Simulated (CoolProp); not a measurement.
A Linde-Hampson liquefier for CF4 (R14): isothermal reversible compression at 280 K from 1 atm to 30 MPa, throttling to 1 atm, return gas leaving the recuperator 5 K below the feed. Each further row changes one setting.

Computed with CoolProp (reference Helmholtz-energy equation of state, Platzer 1990). This equation is an older, rougher fit; its heat capacities, sound speeds and derivatives of the liquid may be far off and weren't checked against measurements.

```
case                        liquid yield per pass  compression work (kJ/kg of gas)
--------------------------  ---------------------  -------------------------------
as stated                                   0.334                              131
warm-end temperature 310 K                  0.259                              152
warm-end gap 10 K                           0.323                              131
```
